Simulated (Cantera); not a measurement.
A perfectly stirred reactor is fed with H₂ : O₂ : N₂ = 1 : 0.962 : 3.62 (molar parts), equivalence ratio 0.52, at 375 Torr; it is adiabatic with a 475 K inlet, and is followed from long to short residence time, starting on the burning branch (τ in s: 0.12, 0.047, 0.019, 0.0076, 0.0031, 0.0012, 0.0005, 0.0002, 8.2e-05, 3.3e-05, 1.3e-05).

Model: the H2/O2 subset of GRI-Mech 3.0, which has no nitrogen chemistry, integrated in Cantera.

x: mole fraction; the columns are a selection and need not sum to one.

```csv
τ (s),T (K),x H₂,x O₂,x HO₂,x OH,x H₂O
0.12,1818,0.000397,0.0902,…,0.00255,0.195
0.047,1810,0.000728,0.0900,…,0.00340,0.194
0.019,1795,0.00131,0.0897,…,0.00446,0.192
0.0076,1771,0.00232,0.0894,…,0.00572,0.190
0.0031,1733,0.00392,0.0892,…,0.00699,0.187
0.0012,1667,0.00649,0.0893,…,0.00800,0.181
0.00050,1579,0.00982,0.0903,…,0.00822,0.174
0.00020,1455,0.0152,0.0932,…,0.00740,0.163
8.2e-5,1293,0.0292,0.102,…,0.00554,0.144
3.3e-5,475,0.179,0.172,<1e-12,<1e-12,<1e-12
1.3e-5,475,0.179,0.172,<1e-12,<1e-12,<1e-12
```

**Question.** Complete the blanks.

**Answer.** 
- 0.12, x HO₂: 1.79e-6
- 0.047, x HO₂: 2.85e-6
- 0.019, x HO₂: 4.62e-6
- 0.0076, x HO₂: 7.46e-6
- 0.0031, x HO₂: 1.15e-5
- 0.0012, x HO₂: 1.69e-5
- 0.00050, x HO₂: 2.30e-5
- 0.00020, x HO₂: 3.10e-5
- 8.2e-5, x HO₂: 4.37e-5
